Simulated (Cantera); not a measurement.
An adiabatic, constant-volume homogeneous reactor starts with 13.5 % CO, 3.90 % H₂, 17.4 % O₂, 65.3 % N₂, at 1025 K and 500000 Pa.

Computed with Cantera and GRI-Mech 3.0 (53 species, 325 reactions). The hydrogen kinetics of GRI-Mech 3.0 are dated; newer H2 mechanisms differ, most at raised pressure.

Task: Predict: time of steepest temperature rise; temperature at 1.00 s; equilibrium temperature; x(CO) at 1.00 s; x(H₂) at 1.00 s; x(O₂) at 1.00 s; x(H₂O) at 1.00 s; x(O) at 1.00 s.

Result: 
```
Quantity                                                               Value
---------------------------------  -----------------------------------------
time of steepest temperature rise                                    2.33 ms
temperature at 1.00 s                                                 2534 K
equilibrium temperature                                               2534 K
x(CO) at 1.00 s                      0.00621 (gas-phase equilibrium 0.00621)
x(H₂) at 1.00 s                    0.000281 (gas-phase equilibrium 0.000281)
x(O₂) at 1.00 s                        0.0884 (gas-phase equilibrium 0.0884)
x(H₂O) at 1.00 s                       0.0399 (gas-phase equilibrium 0.0399)
x(O) at 1.00 s                       0.00152 (gas-phase equilibrium 0.00152)
```
